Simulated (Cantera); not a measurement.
A perfectly stirred reactor is fed with CH₄ : O₂ : N₂ = 1 : 2.41 : 9.06 (molar parts), equivalence ratio 0.83, at 1.68 atm; it is adiabatic with a 423 K inlet, and is followed from long to short residence time, starting on the burning branch (τ in s: 0.1, 0.056, 0.03, 0.016, 0.0088, 0.0047, 0.0026, 0.0014, 0.00074, 0.0004, 0.00022, 0.00012, 6.3e-05).

Model: GRI-Mech 3.0 (53 species, 325 reactions), integrated in Cantera.

**Question.** What does this change do: inlet temperature 423 to 748 K?

**Answer.** 
| quantity | before | after |
|---|---|---|
| blow-out, bracketed by the residence times tried | burning at 63.0 µs, the shortest tried | burning at 63.0 µs, the shortest tried |
| x(CH₄) at τ = 0.100 s | 2.94e-6 | 1.10e-6 |
| x(O₂) at τ = 0.100 s | 0.0327 | 0.0321 |
| x(C₂H₂) at τ = 0.100 s | 2.20e-10 | 1.83e-11 |
| x(NO) at τ = 0.100 s | 0.000732 | 0.00410 |
| x(H) at τ = 0.100 s | 8.39e-5 | 0.000369 |
| x(CH₄) at τ = 2.60 ms | 4.77e-5 | 2.74e-5 |
| x(O₂) at τ = 2.60 ms | 0.0354 | 0.0358 |
| x(C₂H₂) at τ = 2.60 ms | 1.39e-8 | 5.44e-9 |
| x(NO) at τ = 2.60 ms | 0.000115 | 0.000492 |
| x(H) at τ = 2.60 ms | 0.000702 | 0.000986 |
